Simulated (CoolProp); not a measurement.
Model: reference Helmholtz-energy equation of state, de Reuck 1993, in CoolProp.

For methanol, give the phase and the speed of sound (m/s), isothermal compressibility (1/MPa), expansivity (1/kK), viscosity (µPa s) at 205.25 °C and 4.59 MPa.


- 205.25 °C and 4.59 MPa: liquid; speed of sound 427, isothermal compressibility 0.0172, expansivity 6.59, viscosity 78.4

Viscosity comes from a separate model (Xiang 2006).
